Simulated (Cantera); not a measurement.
An adiabatic, constant-pressure homogeneous reactor starts with C3H8 : O2 : N2 : H2O = 1 : 2.38 : 8.95 : 3.2 (molar parts), at 1475 K and 1200000 Pa.

Model: GRI-Mech 3.0 (53 species, 325 reactions), integrated in Cantera. GRI-Mech 3.0 was tuned for natural gas; its chemistry of propane as a main component is partial and can be far from experiment. The pressure lies above the range GRI-Mech 3.0 was tuned for (to about 10 atm).

One state of this run: T (K) = 2367; x C3H8 = 2.10e-10; x O2 = 2.39e-6; x H2O = 0.244; x C2H6 = 8.41e-7; x NO = 1.42e-5; x CH2CO = 3.41e-5. x: mole fraction; the columns are a selection and need not sum to one.

Task: Which value of t (s) does it belong to?
A. 0.0159
B. 6.33e-5
C. 0.00399
D. 1.00

Result: B, 6.33e-5
